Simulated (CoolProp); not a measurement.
Methanol at several states: Z from the reference equation and from simpler models built on Tc = 240.2 °C, pc = 8.216 MPa, ω = 0.565; each cubic takes its own stable root.

The numbers come from the reference Helmholtz-energy equation of state, de Reuck 1993 in CoolProp.

```csv
T (°C),p (MPa),phase,reference,Soave-Redlich-Kwong,Peng-Robinson
28.25,0.178,liquid,0.002905,0.003769,0.003349
-33.45,0.125,liquid,0.002388,0.003136,0.002796
122.25,18,liquid,0.2460,0.3277,0.2907
282.45,0.438,gas,0.9877,0.9867,0.9849
-62.15,0.528,liquid,0.01109,0.01473,0.01315
101.65,1.12,liquid,0.01621,0.02130,0.01883
```
